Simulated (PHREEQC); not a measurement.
Consider water at 20 °C with 0.091 mol NH4HS and 3e-06 mol MnCl2 per kg of water. Closed to the air; pH follows from the charge balance.

Computed with PHREEQC (ion-association model, wateq4f.dat).

Precipitation was switched off in this run.

Task: Predict the pH.

Result: pH 8.20.

Task: In which forms is N present?

Result: NH4+ 95 %, NH3 4.7 % of the N.

Species that the database lacks are ignored. The polysulfide entries of wateq4f.dat were taken out for this run.
